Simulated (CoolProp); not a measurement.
R507A along the isobar 9.96 MPa: fugacity coefficient from the reference equation and from simpler models built on Tc = 343.8 K, pc = 3.705 MPa, ω = 0.286; each cubic takes its own stable root.

Values from CoolProp's reference Helmholtz-energy equation of state, Lemmon 2003. It is a pseudo-pure fit of the blend.

```tsv
T (K)	phase	reference
313.2	liquid	0.1905
333.9	liquid	0.2698
354.7	supercritical	0.3581
375.5	supercritical	0.4485
396.2	supercritical	0.5333
417	supercritical	0.6076
437.7	supercritical	0.6698
458.5	supercritical	0.7222
479.2	supercritical	0.7662
500	supercritical	0.8038
```

Q: How far does each simpler model (van der Waals, Redlich-Kwong, Soave-Redlich-Kwong, Peng-Robinson) lie from the reference over these 10 states: mean and median of the absolute difference, and the worst?

A: 
- van der Waals: mean 14.3 %, median 8.3 %, worst +54.1 % at 313.2 K and 9.96 MPa
- Redlich-Kwong: mean 6.2 %, median 4.5 %, worst +20.5 % at 313.2 K and 9.96 MPa
- Soave-Redlich-Kwong: mean 7.2 %, median 6.8 %, worst +9.3 % at 313.2 K and 9.96 MPa
- Peng-Robinson: mean 0.8 %, median 0.3 %, worst +2.3 % at 313.2 K and 9.96 MPa
